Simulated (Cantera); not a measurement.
Input: 1 mol FeS, 340 mol H2, equilibrated at 2075 K and 13300 Pa.

Cantera equilibrium calculation (NASA polynomials, part measured and part estimated; ideal gas, pure solids and liquids). Candidate condensed phases: Fe, FeS, FeS2, S; 8 gas species. The numbers say what is thermodynamically allowed, not how fast it happens.

Base state: H2 0.987, H 0.00725, Fe 0.00292, H2S 0.00175, SH 0.000833, S 0.000140, S2 9.99e-5 (mole fractions); condensed: gas only.

Task: What changes in the equilibrium state with this change: temperature from 2075 K to 1400 K?

Result: 
```
species       before    after
----------  --------  -------
H2             0.987    0.997
H2S          0.00175  0.00292
SH          0.000833  1.39e-5
H            0.00725  1.33e-5
Fe           0.00292  1.15e-7
S           0.000140  4.23e-8
S2           9.99e-5  1.73e-6
Fe(γ), mol         0    1.000
```
